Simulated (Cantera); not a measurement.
An adiabatic, constant-pressure homogeneous reactor starts with CH₄ : C₂H₆ : O₂ : N₂ = 1 : 0.053 : 4.75 : 17.9 (molar parts), equivalence ratio 0.46, at 1675 K and 7.20 atm. Integrator tolerance rtol = 1e-08.

Model: GRI-Mech 3.0 (53 species, 325 reactions), integrated in Cantera.

### Question
What does this change do: O2 4.75 to 2.1 parts?

### Answer
```tsv
quantity	before	after
time of steepest temperature rise	22.5 µs	51.4 µs
temperature at 0.200 s	2527 K	2578 K
equilibrium temperature	2527 K	2578 K
x(CH₄) at 0.200 s	<1e-12 (gas-phase equilibrium <1e-12)	<1e-12 (gas-phase equilibrium <1e-12)
x(C₂H₆) at 0.200 s	<1e-12 (gas-phase equilibrium <1e-12)	<1e-12 (gas-phase equilibrium <1e-12)
x(O₂) at 0.200 s	0.0982 (gas-phase equilibrium 0.0982)	0.00309 (gas-phase equilibrium 0.00309)
x(H₂) at 0.200 s	0.000694 (gas-phase equilibrium 0.000694)	0.00538 (gas-phase equilibrium 0.00538)
x(C₂H₂) at 0.200 s	<1e-12 (gas-phase equilibrium <1e-12)	<1e-12 (gas-phase equilibrium <1e-12)
```

### Question
What does this change do: pressure from 7.20 atm to 9.87 atm?

### Answer
| quantity | before | after |
|---|---|---|
| time of steepest temperature rise | 22.5 µs | 18.3 µs |
| temperature at 0.200 s | 2527 K | 2533 K |
| equilibrium temperature | 2527 K | 2533 K |
| x(CH₄) at 0.200 s | <1e-12 (gas-phase equilibrium <1e-12) | <1e-12 (gas-phase equilibrium <1e-12) |
| x(C₂H₆) at 0.200 s | <1e-12 (gas-phase equilibrium <1e-12) | <1e-12 (gas-phase equilibrium <1e-12) |
| x(O₂) at 0.200 s | 0.0982 (gas-phase equilibrium 0.0982) | 0.0982 (gas-phase equilibrium 0.0982) |
| x(H₂) at 0.200 s | 0.000694 (gas-phase equilibrium 0.000694) | 0.000611 (gas-phase equilibrium 0.000611) |
| x(C₂H₂) at 0.200 s | <1e-12 (gas-phase equilibrium <1e-12) | <1e-12 (gas-phase equilibrium <1e-12) |
